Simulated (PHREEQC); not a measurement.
Model water analysis in mg/L, 25 °C, pH 6.3, pe 11.5:

```json
[
 {"constituent": "Na", "mg/L": "17.4"},
 {"constituent": "K", "mg/L": "5.8"},
 {"constituent": "Ca", "mg/L": "7.57"},
 {"constituent": "Mg", "mg/L": "3.87"},
 {"constituent": "Cl", "mg/L": "43"},
 {"constituent": "S(6) as SO4", "mg/L": "2.37"},
 {"constituent": "Alkalinity as HCO3", "mg/L": "19.9"},
 {"constituent": "Si as SiO2", "mg/L": "0.686"},
 {"constituent": "N(5) as NO3", "mg/L": "1.84"},
 {"constituent": "O(0) (dissolved oxygen)", "mg/L": "0.644"},
 {"constituent": "B", "mg/L": "0.00308"}
]
```

Valence states are taken as typed.

Model: ion-association model, wateq4f.dat, run in PHREEQC.

Precipitation was switched off in this run.

Question: Predict the charge-balance error.

Answer: charge-balance error -0.5 %.

Question: In which forms is C present?

Answer: CO2 52 %, HCO3- 48 % of the C.

Species that the database lacks are ignored.
